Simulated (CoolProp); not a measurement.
A simple Rankine cycle with dimethyl carbonate: condensing at 320.15 K, boiler at 0.837 MPa, turbine inlet 487.7 K, turbine efficiency 0.8, pump efficiency 0.6, no recuperator. Each further row changes one setting.

Model: reference Helmholtz-energy equation of state, Zhou 2011, in CoolProp.

| case | thermal efficiency (%) | net work (kJ/kg) | heat in (kJ/kg) | turbine exit temperature (K) | volume ratio over the turbine |
|---|---|---|---|---|---|
| as stated | (withheld) | 114 | 632 | 404.6 | (withheld) |
| turbine inlet 507.7 K | 17.9 | 120 | (withheld) | 424.2 | (withheld) |
| condensing temperature 312.15 K | 19.1 | 124 | (withheld) | (withheld) | 52.6 |
| boiler pressure 0.586 MPa | 16.6 | 106 | 637 | 413.7 | 25.9 |
| turbine efficiency 0.7 | 15.7 | 99.5 | 632 | 414.4 | 38.4 |

Problem. Complete the blanks.

Solution. 
- as stated, thermal efficiency (%): 18.0
- as stated, volume ratio over the turbine: 37.4
- turbine inlet 507.7 K, heat in (kJ/kg): 667
- turbine inlet 507.7 K, volume ratio over the turbine: 37.2
- condensing temperature 312.15 K, heat in (kJ/kg): 647
- condensing temperature 312.15 K, turbine exit temperature (K): 397.6
